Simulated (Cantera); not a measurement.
## Ignition delay

Mixture: CH₄ : C₂H₆ : O₂ : N₂ = 1 : 0.051 : 1.82 : 6.9 (molar parts), equivalence ratio 1.2, at 0.602 atm, adiabatic and at constant volume. Ignition delay is the time to a rise of 400 K.

Computed with Cantera and GRI-Mech 3.0 (53 species, 325 reactions).

| T0 (K) | delay (ms) |
|---|---|
| 1075 | 103 |
| 1125 | 52.3 |
| 1175 | 27.1 |
| 1225 | 14.2 |
| 1275 | 7.56 |
| 1325 | 4.08 |
| 1375 | 2.24 |
| 1425 | 1.26 |
| 1475 | 0.738 |
| 1525 | 0.448 |

```
Quantity                                                 Value
--------------------------------------------------  ----------
apparent activation energy between 1425 and 1525 K  190 kJ/mol
```
